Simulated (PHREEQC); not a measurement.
0.19 g of hydrous ferric oxide (600 m²/g; 0.2 weak and 0.005 strong sites per Fe, Dzombak-Morel constants, diffuse double layer) in 1 kg of water with 0.3 mol/kgw of an inert sodium salt and 0.00016 mol/kgw Na2SeO4, at 25 °C; the pH is set by adding NaOH or the inert anion's acid. O2 is buffered at 0.21 atm. CO2 from the air is kept out. Precipitation was switched off in this run.

Computed with PHREEQC (ion-association model, wateq4f.dat).

### Question
Predict Se sorbed (%), surface charge σ (C/m²), surface potential ψ (mV) at pH = 3, 6, 7.12.

### Answer
```json
[
 {"pH": "3", "Se sorbed (%)": "47.8", "surface charge σ (C/m²)": "0.240", "surface potential ψ (mV)": "104"},
 {"pH": "6", "Se sorbed (%)": "16.0", "surface charge σ (C/m²)": "0.133", "surface potential ψ (mV)": "76"},
 {"pH": "7.12", "Se sorbed (%)": "1.5", "surface charge σ (C/m²)": "0.057", "surface potential ψ (mV)": "41"}
]
```

Species that the database lacks are ignored. The oxide is taken as insoluble; below pH 4 it would dissolve.
